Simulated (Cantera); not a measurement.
# Diamond growth

A diamond (100) surface in a fixed gas of H2 with x(CH4) = 0.0032, x(CH3) = 8e-05, at 1150 K, 0.0345 atm; coverages are run to steady state.

Detailed kinetics in Cantera: the Harris–Goodwin 1993 mechanism for the reconstructed diamond (100) surface.

```
x(H)     growth (µm/h)  θ c6HH  θ c6H*  θ c6*H   θ c6**    θ c6HM
-------  -------------  ------  ------  ------  -------  --------
0.0001          0.0483   0.604  0.0254   0.360  0.00524   0.00184
0.00024          0.118   0.537  0.0295   0.418   0.0105   0.00232
0.00057          0.246   0.501  0.0315   0.446   0.0160   0.00262
0.0013           0.464   0.484  0.0324   0.459   0.0199   0.00263
0.0032           0.866   0.476  0.0328   0.465   0.0224   0.00226
0.0076            1.39   0.474  0.0330   0.467   0.0236   0.00163
0.018             1.91   0.473  0.0332   0.469   0.0241  0.000972
0.043             2.28   0.472  0.0334   0.469   0.0244  0.000492
0.1               2.49   0.472  0.0339   0.469   0.0246  0.000232
```
θ: site fractions in the mechanism's names (c6HH fully hydrogenated, c6H* and c6*H radical sites, c6** diradical, c6HM methylated).
